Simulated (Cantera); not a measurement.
Mixture: 12.8 % CH₄, 18.3 % O₂, 68.8 % N₂, equivalence ratio 1.4, at 44000 Pa, adiabatic and at constant volume. Ignition delay is the time to a rise of 400 K.

Computed with Cantera and GRI-Mech 3.0 (53 species, 325 reactions).

Question: Predict: delay at 1073 K; delay at 1223 K; delay at 1373 K; delay at 1523 K; delay at 1673 K; apparent activation energy between 1523 and 1673 K.

Answer: 
| Item | Result |
|---|---|
| delay at 1073 K | 0.784 s |
| delay at 1223 K | 72.7 ms |
| delay at 1373 K | 9.69 ms |
| delay at 1523 K | 1.88 ms |
| delay at 1673 K | 0.531 ms |
| apparent activation energy between 1523 and 1673 K | 180 kJ/mol |
